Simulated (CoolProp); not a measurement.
Saturation properties of cyclopentane.

Values from CoolProp's reference Helmholtz-energy equation of state, Gedanitz 2015.

| T (K) | p (kPa) | liquid cp (kJ/(kg K)) | liquid conductivity (mW/(m K)) |
|---|---|---|---|
| 295.4 | 37.95 | 1.798 | 128 |
| 313.1 | 73.86 | 1.886 | 121 |
| 330.7 | 132.1 | 1.979 | 115 |
| 348.4 | 221.6 | 2.077 | 108 |
| 366.1 | 351.4 | 2.179 | 102 |
| 383.8 | 532.0 | 2.287 | 96.5 |
| 401.4 | 772.7 | 2.401 | 90.9 |
| 419.1 | 1088 | 2.527 | 85.6 |
| 436.8 | 1490 | 2.674 | 80.6 |
| 454.5 | 1992 | 2.864 | 76.0 |
| 472.2 | 2613 | 3.162 | 71.8 |

It boils at 322.4 K under 1 atm.

Thermal conductivity comes from a separate model (Vassiliou 2015).
